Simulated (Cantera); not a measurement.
Cantera with NASA thermochemical tables; ideal gases at 1 bar, condensed phases pure. Values are per mole of reaction as written; species without (g) are pure solids or liquids, kept so even where they would boil at 1 bar.

Question: Between 300 and 1850 K, where is each reaction favourable under standard conditions?
- 3 O2(g) + 2 Cr2N = 2 Cr2O3 + N2(g)

Answer: 
- 3 O2(g) + 2 Cr2N = 2 Cr2O3 + N2(g): ΔG° is -1901 kJ at 300 K and -1317 kJ at 1850 K; it stays negative (K > 1). ΔH° is -2022 kJ and ΔS° -381 J/K at 1850 K.
